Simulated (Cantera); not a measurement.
## Diamond growth

A diamond (100) surface in a fixed gas of H2 with x(CH4) = 0.0084, x(H) = 0.0029, x(CH3) = 1.8e-05, at 1225 K; coverages are run to steady state.

Computed with Cantera and the Harris–Goodwin 1993 mechanism for the reconstructed diamond (100) surface.

| P (Pa) | growth (µm/h) | θ c6HH | θ c6H* | θ c6*H | θ c6** | θ c6HM |
|---|---|---|---|---|---|---|
| 960 | 0.0183 | 0.432 | 0.0407 | 0.497 | 0.0307 | 3.64e-5 |
| 1500 | 0.0327 | 0.432 | 0.0407 | 0.497 | 0.0307 | 5.63e-5 |
| 2400 | 0.0627 | 0.432 | 0.0407 | 0.497 | 0.0307 | 8.83e-5 |
| 3700 | 0.118 | 0.432 | 0.0407 | 0.497 | 0.0307 | 0.000132 |
| 5900 | 0.240 | 0.432 | 0.0407 | 0.496 | 0.0307 | 0.000199 |
| 9200 | 0.482 | 0.432 | 0.0407 | 0.496 | 0.0307 | 0.000288 |
| 15000 | 1.04 | 0.432 | 0.0408 | 0.496 | 0.0307 | 0.000416 |
| 23000 | 1.99 | 0.432 | 0.0408 | 0.496 | 0.0307 | 0.000552 |
θ: site fractions in the mechanism's names (c6HH fully hydrogenated, c6H* and c6*H radical sites, c6** diradical, c6HM methylated).
